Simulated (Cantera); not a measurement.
A freely propagating, adiabatic, planar premixed flame of 26.3 % H2, 17.3 % O2, 53.7 % N2, 2.63 % H2O, equivalence ratio 0.76, unburnt at 325 K and 0.987 atm; mixture-averaged transport, grid criteria slope 0.08 and curve 0.16, no radiation.

Computed with Cantera and the H2/O2 subset of GRI-Mech 3.0, which has no nitrogen chemistry. Burning velocities carry a grid error of a few per cent, more on coarse grids.

**Question.** Predict: laminar burning velocity; thermal thickness; peak x(H); peak x(HO2); peak x(H2O2).

**Answer.** 
* **laminar burning velocity**: 213 cm/s
* **thermal thickness**: 0.318 mm
* **peak x(H)**: 0.0258
* **peak x(HO2)**: 0.000557
* **peak x(H2O2)**: 0.000109
